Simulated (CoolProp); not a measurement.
A single-stage vapour-compression cycle with the fluid: evaporating at 275.15 K (dew point), condensing at 331.15 K (bubble point), superheat 2 K, subcooling 5 K, compressor efficiency 0.85, no pressure losses. The same conditions are run with several fluids, on thermodynamics alone (safety and materials aside).

Computed with CoolProp (reference Helmholtz-energy equation of state of each fluid (R11: Jacobsen 1992; R404A: Lemmon 2003; R123: Younglove 1994; chlorine: Thol 2021; c-C4F8 (RC318): Platzer 1990; hydrogen sulfide: Lemmon 2006)). The equations of Platzer and Polt are older, rougher fits. Blends and air are pseudo-pure fits.

**Question.** Rank R11, R404A, R123, chlorine, c-C4F8 (RC318), hydrogen sulfide by cooling COP, highest first.

**Answer.** R11 (3.59), R123 (3.47), chlorine (3.39), hydrogen sulfide (3.13), c-C4F8 (RC318) (2.73), R404A (2.58)

```
fluid             pressure ratio  discharge temperature (K)  refrigerating effect (kJ/kg)  volumetric capacity (kJ/m³)
----------------  --------------  -------------------------  ----------------------------  ---------------------------
R11                         6.77                      351.1                           145                          386
R404A                       4.32                      343.8                          86.5                         2770
R123                        7.55                      337.8                           130                          314
chlorine                    4.40                      417.0                           215                         2780
c-C4F8 (RC318)              5.73                      331.1                          58.0                          742
hydrogen sulfide            3.82                      403.4                           346                         6330
```

The compression ends wet for: c-C4F8 (RC318).
